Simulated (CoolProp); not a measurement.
Vapour-liquid equilibrium of benzene (1) + p-xylene (2) at 1580 kPa; x and y are mole fractions of (1).

Computed with CoolProp (multi-fluid Helmholtz-energy mixture model, Thol 2012 and Zhou 2012; pair parameters Bell 2016).

```csv
x,"bubble temperature, mixture model (K)","bubble temperature, Raoult's law (K)","y, mixture model","y, Raoult's law"
0.05,549.9,548.3,0.089,0.131
0.2,536.0,532.0,0.333,0.425
0.35,522.9,518.5,0.533,0.622
0.5,510.9,507.1,0.690,0.759
0.65,500.1,497.4,0.812,0.857
0.8,490.4,488.9,0.906,0.930
0.95,481.8,481.4,0.979,0.985
```

The largest gap from Raoult's law is +4.4 K in bubble temperature, at x = 0.35. No azeotrope shows between x = 0.05 and 0.95.

The pair parameters rest on a limited set of measurements; away from them the model extrapolates.
